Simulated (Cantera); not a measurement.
A closed system holds: 1 mol Al, 2.8 mol O₂, 8.9 mol H₂, equilibrated at 1275 K and 75.0 Torr.

Equilibrium computed with Cantera from the NASA thermochemical tables; the gas is ideal and each condensed phase is pure. Candidate condensed phases: Al, Al₂O₃, H₂O; 19 gas species. The numbers say what is thermodynamically allowed, not how fast it happens.

Base state: H₂ 0.539, H₂O 0.461 (mole fractions); condensed: Al₂O₃(s).

### Question
What changes in the equilibrium state with this change: O₂ from 2.8 to 0.57 mol?

### Answer
```json
[
 {"species": "H₂", "before": "0.539", "after": "1.000"},
 {"species": "H₂O", "before": "0.461", "after": "<1e-9"},
 {"species": "Al₂O₃(s), mol", "before": "0.500", "after": "0.380"},
 {"species": "Al(l), mol", "before": "0", "after": "0.240"}
]
```
Mutual solubility and eutectic melting of coexisting phases are not modelled.
